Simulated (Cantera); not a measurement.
Input: 1 mol FeS, 440 mol H2, 68 mol N2, at 1.60 bar.

Method: chemical equilibrium by Gibbs-energy minimisation in Cantera with the NASA 1993 tables (ideal gas, pure condensed phases). Candidate condensed phases: Fe, FeS, FeS2, S; 16 gas species. Mutual solubility and eutectic melting of coexisting phases are not modelled. FeS: taken at fixed stoichiometry. Rates play no part.

x: gas mole fraction; n: condensed amount in mol.

```csv
T (°C),x H2,x N2,x H2S,x NH3,x H,n Fe(α),n FeS(s),n Fe(γ)
650,0.865,0.134,0.000494,0.000476,1.80e-10,0.251,0.749,0
750,0.865,0.134,0.00114,0.000236,3.04e-9,0.578,0.422,0
850,0.864,0.134,0.00197,0.000132,3.13e-8,1.00,0,0
950,0.864,0.134,0.00197,8.09e-5,2.21e-7,0,0,1.00
1050,0.864,0.134,0.00197,?,?,0,0,1.000
1150,0.864,0.134,0.00196,?,?,0,0,1.000
1250,0.864,0.134,0.00196,2.72e-5,1.70e-5,0,0,1.000
1350,0.864,0.134,0.00195,2.07e-5,5.08e-5,0,0,0.999
```

Q: Complete the blanks.

A: 
- 1050, x NH3: 5.33e-5
- 1050, x H: 1.17e-6
- 1150, x NH3: 3.72e-5
- 1150, x H: 4.88e-6
